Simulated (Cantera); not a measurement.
An adiabatic, constant-pressure homogeneous reactor starts with 11.5 % H2, 9.26 % O2, 79.3 % N2, at 1248 K and 0.220 bar.

Detailed kinetics in Cantera: the H2/O2 subset of GRI-Mech 3.0, which has no nitrogen chemistry.

Q: Predict: time of steepest temperature rise; temperature at 3.00 s; equilibrium temperature; x(H2) at 3.00 s; x(O2) at 3.00 s; x(O) at 3.00 s; x(HO2) at 3.00 s; x(H) at 3.00 s; x(H2O) at 3.00 s.

A: 
```json
{
 "time_of_steepest_temperature_rise": "0.292 ms",
 "temperature at 3.00 s": "2052 K",
 "equilibrium_temperature": "2052 K",
 "x(H2) at 3.00 s": "0.000568 (gas-phase equilibrium 0.000568)",
 "x(O2) at 3.00 s": "0.0367 (gas-phase equilibrium 0.0367)",
 "x(O) at 3.00 s": "0.000406 (gas-phase equilibrium 0.000406)",
 "x(HO2) at 3.00 s": "7.04e-7 (gas-phase equilibrium 7.04e-7)",
 "x(H) at 3.00 s": "0.000118 (gas-phase equilibrium 0.000118)",
 "x(H2O) at 3.00 s": "0.120 (gas-phase equilibrium 0.120)"
}
```
